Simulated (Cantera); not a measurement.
Charge: 1 mol Al, 3.2 mol HCl, 22 mol H2, held at 0.0220 bar.

These are equilibrium values from Cantera (NASA tables, ideal gas, pure condensed phases), not measurements of a reactor. Candidate condensed phases: Al, AlCl3; 12 gas species. The tables' values for AlCl2 are old estimates; treat these amounts as uncertain. The numbers say what is thermodynamically allowed, not how fast it happens.

x: gas mole fraction; nothing condenses.

```tsv
T (K)	x H2	x HCl	x AlCl3	x Al2Cl6	x AlCl
400	0.971	0.00826	5.33e-5	0.0206	<1e-12
500	0.970	0.00826	0.00217	0.0196	<1e-12
600	0.962	0.00819	0.0190	0.0110	<1e-12
700	0.953	0.00811	0.0378	0.00136	<1e-12
800	0.952	0.00810	0.0403	0.000119	4.37e-11
900	0.951	0.00810	0.0405	…	…
1000	0.951	0.00812	0.0405	3.58e-6	1.25e-6
1100	0.951	0.00837	0.0403	1.02e-6	4.81e-5
1200	0.949	0.0103	0.0389	3.40e-7	0.000667
1300	0.943	…	…	…	…
1400	0.932	0.0281	0.0279	3.60e-8	0.00788
1500	0.916	0.0437	0.0189	8.94e-9	0.0149
```

Problem. What belongs in the gaps?

Solution. 
- 900, x Al2Cl6: 1.69e-5
- 900, x AlCl: 1.33e-8
- 1300, x HCl: 0.0166
- 1300, x AlCl3: 0.0348
- 1300, x Al2Cl6: 1.16e-7
- 1300, x AlCl: 0.00308
